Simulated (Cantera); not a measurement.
A perfectly stirred reactor is fed with 1.09 % H2, 98.9 % O2, equivalence ratio 0.0055, at 0.0267 bar; it is held at 900 K, and followed from long to short residence time.

Computed with Cantera and GRI-Mech 3.0 (53 species, 325 reactions). Radical loss at walls, strong at low pressure, is not modelled. Below about 950 K walls govern HO2 and H2O2 in real vessels.

x: mole fraction; the columns are a selection and need not sum to one.

| τ (s) | x H2 | x O2 | x OH | x H2O2 | x O | x H2O |
|---|---|---|---|---|---|---|
| 0.85 | 0.000423 | 0.989 | 6.79e-5 | 8.53e-8 | 0.000196 | 0.0105 |
| 0.46 | ? | 0.989 | ? | ? | ? | 0.0103 |
| 0.24 | 0.000810 | 0.989 | 0.000121 | 1.32e-7 | 0.000370 | 0.0100 |
| 0.13 | 0.00111 | 0.988 | 0.000159 | 1.61e-7 | 0.000495 | 0.00971 |
| 0.071 | 0.00150 | 0.988 | 0.000206 | 1.92e-7 | 0.000651 | 0.00927 |
| 0.038 | 0.00205 | 0.988 | 0.000266 | 2.25e-7 | 0.000846 | 0.00865 |
| 0.020 | ? | 0.988 | ? | ? | ? | ? |
| 0.011 | 0.00378 | 0.987 | 0.000406 | 2.79e-7 | 0.00127 | 0.00674 |
| 0.0059 | 0.00509 | 0.987 | 0.000458 | 2.85e-7 | 0.00140 | 0.00534 |

### Question
Some entries are withheld; supply them.

### Answer

- 0.46, x H2: 0.000581
- 0.46, x OH: 8.98e-5
- 0.46, x H2O2: 1.06e-7
- 0.46, x O: 0.000268
- 0.020, x H2: 0.00282
- 0.020, x OH: 0.000338
- 0.020, x H2O2: 2.56e-7
- 0.020, x O: 0.00107
- 0.020, x H2O: 0.00779
